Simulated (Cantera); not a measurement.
An adiabatic, constant-pressure homogeneous reactor starts with CH4 : O2 : N2 = 1 : 3.57 : 13.4 (molar parts), at 1725 K and 5.00 bar. Integrator tolerance rtol = 1e-08.

Cantera simulation using GRI-Mech 3.0 (53 species, 325 reactions); the numbers are that mechanism's predictions, not measurements.

Task: What does this change do: 0.52 parts CO2 added?

Result: 
```tsv
quantity	before	after
time of steepest temperature rise	43.7 µs	45.1 µs
temperature at 0.100 s	2671 K	2631 K
equilibrium temperature	2671 K	2631 K
x(CH4) at 0.100 s	<1e-12 (gas-phase equilibrium <1e-12)	<1e-12 (gas-phase equilibrium <1e-12)
x(O2) at 0.100 s	0.0771 (gas-phase equilibrium 0.0771)	0.0767 (gas-phase equilibrium 0.0767)
x(H2) at 0.100 s	0.00212 (gas-phase equilibrium 0.00212)	0.00176 (gas-phase equilibrium 0.00176)
x(C2H4) at 0.100 s	<1e-12 (gas-phase equilibrium <1e-12)	<1e-12 (gas-phase equilibrium <1e-12)
x(H) at 0.100 s	0.00105 (gas-phase equilibrium 0.00105)	0.000822 (gas-phase equilibrium 0.000822)
x(NO) at 0.100 s	0.0178 (gas-phase equilibrium 0.0178)	0.0165 (gas-phase equilibrium 0.0165)
x(CH2O) at 0.100 s	2.85e-11 (gas-phase equilibrium 2.85e-11)	2.98e-11 (gas-phase equilibrium 2.98e-11)
```

Task: What does this change do: O2 3.57 to 2.4 parts?

Result: 
| quantity | before | after |
|---|---|---|
| time of steepest temperature rise | 43.7 µs | 62.1 µs |
| temperature at 0.100 s | 2671 K | 2708 K |
| equilibrium temperature | 2671 K | 2708 K |
| x(CH4) at 0.100 s | <1e-12 (gas-phase equilibrium <1e-12) | <1e-12 (gas-phase equilibrium <1e-12) |
| x(O2) at 0.100 s | 0.0771 (gas-phase equilibrium 0.0771) | 0.0237 (gas-phase equilibrium 0.0237) |
| x(H2) at 0.100 s | 0.00212 (gas-phase equilibrium 0.00212) | 0.00470 (gas-phase equilibrium 0.00470) |
| x(C2H4) at 0.100 s | <1e-12 (gas-phase equilibrium <1e-12) | <1e-12 (gas-phase equilibrium <1e-12) |
| x(H) at 0.100 s | 0.00105 (gas-phase equilibrium 0.00105) | 0.00181 (gas-phase equilibrium 0.00181) |
| x(NO) at 0.100 s | 0.0178 (gas-phase equilibrium 0.0178) | 0.0108 (gas-phase equilibrium 0.0108) |
| x(CH2O) at 0.100 s | 2.85e-11 (gas-phase equilibrium 2.85e-11) | 1.27e-10 (gas-phase equilibrium 1.27e-10) |
